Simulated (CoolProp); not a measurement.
Vapour-liquid equilibrium of CH2F2 (R32) (1) + n-butane (2) at 52.75 °C; x and y are mole fractions of (1).

Values from CoolProp's multi-fluid Helmholtz-energy mixture model, Tillner-Roth 1997 and Bücker 2006; pair parameters Bell 2016.

```
x      bubble pressure (bar)  y at the bubble point  dew pressure at overall composition x (bar)  liquid density (mol/L)
-----  ---------------------  ---------------------  -------------------------------------------  ----------------------
0.05                   9.500                  0.412                                        5.632                   9.431
0.125                  14.64                  0.604                                        6.165                   9.675
0.2                    18.56                  0.680                                        6.801                   9.922
0.275                  21.48                  0.721                                        7.572                   10.17
0.35                   23.65                  0.746                                        8.526                   10.43
0.425                  25.31                  0.765                                        9.742                   10.70
0.5                    26.69                  0.781                                        11.35                   10.99
0.575                  27.93                  0.797                                        13.56                   11.31
0.65                   29.13                  0.815                                        16.79                   11.69
0.725                  30.33                  0.838                                        21.80                   12.17
0.8                    31.50                  0.867                                        28.14                   12.82
0.875                  32.54                  0.905                                        31.78                   13.69
0.95                   33.27                  0.956                                        33.22                   14.85
```

No azeotrope shows between x = 0.05 and 0.95.

The pair parameters rest on a limited set of measurements; away from them the model extrapolates. With so large a gap from Raoult's law the liquid may split in two, which this calculation doesn't test in full.
